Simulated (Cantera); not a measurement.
A closed system holds: 1 mol SiH2Cl2, 270 mol H2, 0.19 mol Cl2, at 3.00 Torr.

These are equilibrium values from Cantera (NASA tables, ideal gas, pure condensed phases), not measurements of a reactor. Candidate condensed phases: Si; 19 gas species. Gases not in the tables: Si2H6 and higher silanes. Equilibrium is a limit: real reactors are often held back by kinetics, nucleation or transport.

Question: What share of the Si ends up in condensed phases as a function of T (°C), at 1025, 1075, 1125, 1175, 1225, 1275, 1325, 1375, 1425, 1475, 1525?

Answer: 
| T (°C) | Si condensed (%) | as |
|---|---|---|
| 1025 | 94.8 | Si(s) |
| 1075 | 94.6 | Si(s) |
| 1125 | 94.3 | Si(s) |
| 1175 | 94.1 | Si(s) |
| 1225 | 93.8 | Si(s) |
| 1275 | 93.3 | Si(s) |
| 1325 | 92.6 | Si(s) |
| 1375 | 91.0 | Si(s) |
| 1425 | 87.6 | Si(l) |
| 1475 | 81.7 | Si(l) |
| 1525 | 69.5 | Si(l) |
